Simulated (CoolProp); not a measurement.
Model: reference Helmholtz-energy equation of state, Bücker 2006, in CoolProp.

Question: For ethane, give the phase and the viscosity (µPa s), conductivity (mW/(m K)) at 259.9 K and 66.3 bar; 278.9 K and 66.3 bar.

Answer: 
- 259.9 K and 66.3 bar: liquid; viscosity 77.2, conductivity 109
- 278.9 K and 66.3 bar: liquid; viscosity 61.8, conductivity 94.7

Viscosity comes from a separate model (Friend 1991). Thermal conductivity comes from a separate model (Friend 1991).
